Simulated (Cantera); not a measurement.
Roasting and sulfation: MgO + H₂S + H₂O

Charge: 1 mol MgO, 0.47 mol H₂S, 0.15 mol H₂O, held at 1 atm.

Cantera equilibrium calculation (NASA polynomials, part measured and part estimated; ideal gas, pure solids and liquids). Candidate condensed phases: H₂O, H₂SO₄, Mg, MgO, Mg(OH)₂, MgS, MgSO₄, S; 26 gas species. Gases not in the tables: S₃ to S₇. Kinetics and transport are ignored.

```tsv
T (K)	log p H₂S	log p H₂O	log p H₂	log p S₂	log p SH	log p SO₂	log p S₂O	n MgO(s)
650	-0.12	-0.61	-3.06	-3.39	-8.41	-5.53	-6.43	1.00
725	-0.12	-0.61	-2.58	-2.88	-7.30	-5.16	-5.90	1.00
800	-0.12	-0.61	-2.18	-2.48	-6.39	-4.88	-5.49	1.00
875	-0.13	-0.61	-1.85	-2.15	-5.65	-4.64	-5.14	1.00
950	-0.14	-0.62	-1.58	-1.88	-5.02	-4.43	-4.85	1.00
1025	-0.15	-0.62	-1.35	-1.65	-4.49	-4.25	-4.60	1.00
1100	-0.17	-0.63	-1.15	-1.45	-4.04	-4.08	-4.39	1.00
1175	-0.20	-0.63	-0.99	-1.29	-3.65	-3.93	-4.20	1.00
1250	-0.24	-0.64	-0.85	-1.16	-3.31	-3.79	-4.04	1.00
1325	-0.29	-0.65	-0.74	-1.05	-3.02	-3.65	-3.89	1.00
1400	-0.34	-0.66	-0.65	-0.95	-2.78	-3.52	-3.77	1.00
```
log p: log10 of the partial pressure in bar; n: condensed amount in mol.

From 650 K to 1400 K the condensed part is MgO(s).
